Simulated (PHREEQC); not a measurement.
Metal-bearing waste water: an equilibrium model

Solution (25 °C): 24 mmol/kgw CdCl2, 11 mmol/kgw CuCl2, 0.13 mmol/kgw NaF and 2.4 mmol/kgw Na2SO4. Closed to the air; pH follows from the charge balance.

Equilibrium calculation in PHREEQC: ion-association model, wateq4f.dat.

No solid was allowed to form.

### Question
What pH does the model give?

### Answer
pH 4.81.

### Question
In which forms is Cu present?

### Answer
Cu+2 90 %, CuCl+ 5.4 %, CuSO4 4.5 % of the Cu.

Examples of supersaturated solids here: Atacamite, Brochantite. Others may be too. Complexes and solids missing from the database can't appear.
